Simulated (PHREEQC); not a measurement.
Dissolve 0.0064 mol/kgw CuSO4 and 0.00097 mol/kgw KCl at 40 °C. Closed to the air; pH follows from the charge balance.

Model: ion-association model, wateq4f.dat, run in PHREEQC.

```csv
quantity,before,after
pH,4.82,3.19
ionic strength (mol/kgw),0.0198,0.0205
SO4-2 (mol/kgw),0.00470,0.00451
KSO4- (mol/kgw),2.29e-5,2.18e-5
HSO4- (mol/kgw),6.49e-6,0.000265
```

Task: Name the change that produced these shifts.
A) CuSO4 replaced by Li2SO4 at the same molality
B) KCl from 0.00097 to 0.00146 mol/kgw
C) temperature from 40 to 80 °C
D) 0.001 mol/kgw HNO3 added

Result: D, 0.001 mol/kgw HNO3 added

This is a speciation only: nothing precipitates in the calculation. Constants without temperature data keep their 25 °C values here.
